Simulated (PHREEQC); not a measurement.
Solution (90 °C): 0.1 mmol/kgw Ag2SO4 and 180 mmol/kgw HNO3. Closed to the air; pH follows from the charge balance.

Computed with PHREEQC (ion-association model, wateq4f.dat).

The ionic strength comes out as 0.180 mol/kgw. What activity coefficients do Ag+, H+, NO3-, HSO4-, SO4-2 get?

Ag+ 0.72, H+ 0.78, NO3- 0.67, HSO4- 0.71, SO4-2 0.26.

No solid was allowed to form. Constants without temperature data keep their 25 °C values here.
